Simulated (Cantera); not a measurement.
Input: 1 mol c-C4F8, 5.1 mol H2, at 0.900 Torr.

These are equilibrium values from Cantera (NASA tables, ideal gas, pure condensed phases), not measurements of a reactor. Candidate condensed phases: C, C6H6, C7H8, C8H18; 110 gas species. Ions and electrons are included (thermal ionisation). The feed counts by its element totals alone. Rates play no part. All values below are at 2227 °C.

Base state: HF 0.805, H 0.147, H2 0.0408, F 0.00604, C2H2 (acetylene) 0.000442, C3 0.000414, CF 0.000197, C 0.000139 (mole fractions); condensed: C(graphite).

What changes in the equilibrium state with this change: pressure from 0.900 Torr to 7.50 Torr?


| species | before | after |
|---|---|---|
| HF | 0.805 | 0.845 |
| H2 | 0.0408 | 0.0807 |
| H | 0.147 | 0.0714 |
| C2 | 3.82e-5 | 4.58e-6 |
| C3 | 0.000414 | 4.97e-5 |
| C | 0.000139 | 1.66e-5 |
| CF | 0.000197 | 5.11e-5 |
| C(graphite), mol | 3.97 | 3.98 |
